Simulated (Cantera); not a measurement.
A Cantera script and its output.

```python
import numpy as np
import cantera as ct

gas = ct.Solution("gri30.yaml")
gas.TPX = 1225, 1333, {'H2': 0.0068, 'O2': 0.13, 'N2': 0.79}
reactor = ct.IdealGasConstPressureReactor(gas, energy="off", clone=False)
net = ct.ReactorNet([reactor])
net.rtol, net.atol = 1e-08, 1e-18
show = ['H2', 'O2', 'H2O2', 'H2O', 'NO2', 'NO']
times = np.geomspace(0.0004, 100, 10)

steps = ct.SolutionArray(gas, extra=["t"])
rows = []
print(f"{'t/s':>10s}{'T/K':>9s}{'P/Pa':>11s}" + "".join(f"{s:>11s}" for s in show))
for t in times:
    while net.time < t:
        t_next = net.step()
        steps.append(gas.state, t=t_next)
    rows.append([np.interp(t, steps.t, y) for y in (steps.T, steps.P, *steps(*show).X.T)])
    print(f"{t:10.3e}{rows[-1][0]:9.1f}{rows[-1][1]:11.4g}" + "".join(f"{x:11.3e}" for x in rows[-1][2:]))
rate = np.gradient(steps.T, steps.t)
print("integrator steps:", len(steps.t))
if steps.T.max() > steps.T[0] + 200:
    print(f"time of steepest temperature rise: {steps.t[rate.argmax()]:.4e} s")
gas.TPX = 1225, 1333, {'H2': 0.0068, 'O2': 0.13, 'N2': 0.79}
gas.equilibrate("TP")
print(f"equilibrium (TP): T = {gas.T:.1f} K  " + "  ".join(f"{s} {gas[s].X[0]:.3e}" for s in show))
```

Output:

```
       t/s      T/K       P/Pa         H2         O2       H2O2        H2O        NO2         NO
 4.000e-04   1225.0       1333  7.337e-03  1.403e-01  8.729e-14  9.142e-11  7.878e-28  2.873e-20
 1.592e-03   1225.0       1333  7.337e-03  1.403e-01  1.328e-12  3.651e-09  4.751e-25  1.570e-18
 6.333e-03   1225.0       1333  7.335e-03  1.403e-01  1.991e-11  1.287e-06  1.980e-21  6.537e-16
 2.520e-02   1225.0       1333  1.551e-04  1.344e-01  1.165e-08  6.303e-03  3.196e-13  1.233e-08
 1.003e-01   1225.0       1333  1.031e-04  1.348e-01  9.962e-09  6.581e-03  2.570e-12  8.268e-08
 3.989e-01   1225.0       1333  5.433e-05  1.359e-01  9.487e-09  6.970e-03  8.867e-12  1.889e-07
 1.587e+00   1225.0       1333  1.062e-05  1.368e-01  5.821e-09  7.259e-03  2.971e-11  2.312e-07
 6.316e+00   1225.0       1333  1.010e-06  1.371e-01  1.426e-09  7.338e-03  8.527e-11  2.400e-07
 2.513e+01   1225.0       1333  1.054e-07  1.371e-01  2.190e-10  7.356e-03  1.162e-10  2.431e-07
 1.000e+02   1225.0       1333  1.616e-08  1.371e-01  3.833e-11  7.361e-03  1.465e-10  2.444e-07
integrator steps: 1669
equilibrium (TP): T = 1225.0 K  H2 3.668e-09  O2 1.370e-01  H2O2 9.388e-12  H2O 7.363e-03  NO2 2.786e-07  NO 1.995e-04
```

Detailed kinetics in Cantera: GRI-Mech 3.0 (53 species, 325 reactions). Radical loss at walls, strong at low pressure, is not modelled.
